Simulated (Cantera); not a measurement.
# Adiabatic ignition

An adiabatic, constant-volume homogeneous reactor starts with 2.10 % C₃H₈, 20.5 % O₂, 77.4 % N₂, equivalence ratio 0.51, at 1175 K and 7500 Torr.

Cantera simulation using GRI-Mech 3.0 (53 species, 325 reactions); the numbers are that mechanism's predictions, not measurements. GRI-Mech 3.0 was tuned for natural gas; its chemistry of propane as a main component is partial and can be far from experiment.

```tsv
t (s)	T (K)	P (bar)	x C₃H₈	x O₂	x C₂H₄	x C₂H₆	x CH₄	x OH	x C₂H₂
9.00e-6	1175	10.00	0.0210	0.205	7.99e-7	1.43e-9	4.71e-8	7.48e-10	<1e-12
2.52e-5	1175	10.00	0.0210	0.205	3.08e-6	3.64e-8	3.97e-7	3.04e-9	1.84e-12
7.08e-5	1175	10.00	0.0209	0.205	1.77e-5	1.06e-6	3.60e-6	1.36e-8	8.28e-11
0.000199	1175	10.0	0.0209	0.205	0.000102	1.46e-5	2.44e-5	2.40e-8	3.04e-9
0.000557	1176	10.0	0.0206	0.205	0.000397	6.65e-5	9.76e-5	3.28e-8	4.53e-8
0.00156	1181	10.1	0.0190	0.204	0.00191	0.000298	0.000434	1.18e-7	9.47e-7
0.00439	2503	21.8	<1e-12	0.0930	<1e-12	<1e-12	<1e-12	0.00492	<1e-12
0.0123	2490	21.7	<1e-12	0.0904	<1e-12	<1e-12	<1e-12	0.00470	<1e-12
0.0345	2490	21.7	<1e-12	0.0903	<1e-12	<1e-12	<1e-12	0.00469	<1e-12
0.0969	2490	21.7	<1e-12	0.0903	<1e-12	<1e-12	<1e-12	0.00469	<1e-12
0.272	2490	21.7	<1e-12	0.0903	<1e-12	<1e-12	<1e-12	0.00469	<1e-12
0.762	2490	21.7	<1e-12	0.0903	<1e-12	<1e-12	<1e-12	0.00469	<1e-12
2.14	2490	21.7	<1e-12	0.0903	<1e-12	<1e-12	<1e-12	0.00469	<1e-12
6.00	2490	21.7	<1e-12	0.0903	<1e-12	<1e-12	<1e-12	0.00469	<1e-12
```
x: mole fraction; the columns are a selection and need not sum to one.

time of steepest temperature rise: 2.26 ms
temperature at 6.00 s: 2490 K
equilibrium temperature: 2490 K
x(C₃H₈) at 6.00 s: <1e-12 (gas-phase equilibrium <1e-12)
x(O₂) at 6.00 s: 0.0903 (gas-phase equilibrium 0.0903)
x(C₂H₄) at 6.00 s: <1e-12 (gas-phase equilibrium <1e-12)
